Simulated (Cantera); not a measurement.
Cantera run, input and output.

```python
import numpy as np
import cantera as ct

gas = ct.Solution("gri30.yaml")
gas.TPX = 925, 390000, {'CO': 0.0029, 'O2': 0.064, 'H2O': 0.00037, 'N2': 1}
reactor = ct.IdealGasConstPressureReactor(gas, energy="off", clone=False)
net = ct.ReactorNet([reactor])
net.rtol, net.atol = 1e-08, 1e-18
show = ['CO', 'O2', 'H2O', 'NO2', 'H2']
times = np.geomspace(0.0003, 100, 15)

steps = ct.SolutionArray(gas, extra=["t"])
rows = []
print(f"{'t/s':>10s}{'T/K':>9s}{'P/Pa':>11s}" + "".join(f"{s:>11s}" for s in show))
for t in times:
    while net.time < t:
        t_next = net.step()
        steps.append(gas.state, t=t_next)
    rows.append([np.interp(t, steps.t, y) for y in (steps.T, steps.P, *steps(*show).X.T)])
    print(f"{t:10.3e}{rows[-1][0]:9.1f}{rows[-1][1]:11.4g}" + "".join(f"{x:11.3e}" for x in rows[-1][2:]))
rate = np.gradient(steps.T, steps.t)
print("integrator steps:", len(steps.t))
if steps.T.max() > steps.T[0] + 200:
    print(f"time of steepest temperature rise: {steps.t[rate.argmax()]:.4e} s")
gas.TPX = 925, 390000, {'CO': 0.0029, 'O2': 0.064, 'H2O': 0.00037, 'N2': 1}
gas.equilibrate("TP")
print(f"equilibrium (TP): T = {gas.T:.1f} K  " + "  ".join(f"{s} {gas[s].X[0]:.3e}" for s in show))
```

Output:

```
       t/s      T/K       P/Pa         CO         O2        H2O        NO2         H2
 3.000e-04    925.0    3.9e+05  2.717e-03  5.997e-02  3.467e-04  2.986e-30  4.166e-18
 7.441e-04    925.0    3.9e+05  2.717e-03  5.997e-02  3.467e-04  1.024e-28  2.833e-17
 1.845e-03    925.0    3.9e+05  2.717e-03  5.997e-02  3.467e-04  3.398e-27  1.640e-16
 4.577e-03    925.0    3.9e+05  2.717e-03  5.997e-02  3.467e-04  1.041e-25  7.993e-16
 1.135e-02    925.0    3.9e+05  2.717e-03  5.997e-02  3.467e-04  3.085e-24  3.275e-15
 2.816e-02    925.0    3.9e+05  2.717e-03  5.997e-02  3.467e-04  9.333e-23  1.291e-14
 6.983e-02    925.0    3.9e+05  2.717e-03  5.997e-02  3.467e-04  3.097e-21  5.801e-14
 1.732e-01    925.0    3.9e+05  2.717e-03  5.997e-02  3.467e-04  1.148e-19  3.141e-13
 4.296e-01    925.0    3.9e+05  2.717e-03  5.997e-02  3.467e-04  4.682e-18  2.069e-12
 1.065e+00    925.0    3.9e+05  2.716e-03  5.997e-02  3.467e-04  1.978e-16  1.801e-11
 2.643e+00    925.0    3.9e+05  2.710e-03  5.996e-02  3.467e-04  6.125e-15  2.441e-10
 6.554e+00    925.0    3.9e+05  2.668e-03  5.994e-02  3.466e-04  1.430e-13  3.304e-09
 1.626e+01    925.0    3.9e+05  2.529e-03  5.988e-02  3.466e-04  1.737e-12  1.471e-08
 4.032e+01    925.0    3.9e+05  2.213e-03  5.973e-02  3.467e-04  1.307e-11  3.157e-08
 1.000e+02    925.0    3.9e+05  1.599e-03  5.944e-02  3.468e-04  7.905e-11  3.778e-08
integrator steps: 471
equilibrium (TP): T = 925.0 K  CO 2.212e-14  O2 5.868e-02  H2O 3.472e-04  NO2 7.334e-07  H2 5.707e-15
```

Model: GRI-Mech 3.0 (53 species, 325 reactions), integrated in Cantera.
